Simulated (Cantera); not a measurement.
Input: 1 mol SiC, 0.002 mol Si, 0.26 mol H₂, at 1575 K and 0.100 bar.

These are equilibrium values from Cantera (NASA tables, ideal gas, pure condensed phases), not measurements of a reactor. Candidate condensed phases: C, C₆H₆, C₇H₈, C₈H₁₈, Si, SiC; 87 gas species. Mutual solubility and eutectic melting of coexisting phases are not modelled. Rates play no part.

Base state: H₂ 1.000, H 0.000131 (mole fractions); condensed: Si(s) + SiC(s).

Task: What changes in the equilibrium state with this change: 0.0023 mol CO₂ added?

Result: 
```tsv
species	before	after
H₂	1.000	0.983
CO	0	0.00918
SiO	0	0.00792
H₂O	0	1.67e-5
H	0.000131	0.000130
Si(s), mol	0.00200	0
SiC(s), mol	1.00	1.000
SiO₂(β-quartz), mol	0	3.58e-5
```
The tables hold silica as quartz up to 1696 K and as liquid above; real silica turns to tridymite and cristobalite and melts near 1996 K. Further candidate phases: H₂O, SiO₂.

Task: What changes in the equilibrium state with this change: pressure from 0.100 bar to 1.33 mbar?

Result: 
```
species        before    after
-----------  --------  -------
H₂              1.000    0.999
H            0.000131  0.00114
Si            5.74e-7  4.31e-5
Si(s), mol    0.00200  0.00199
SiC(s), mol      1.00     1.00
```
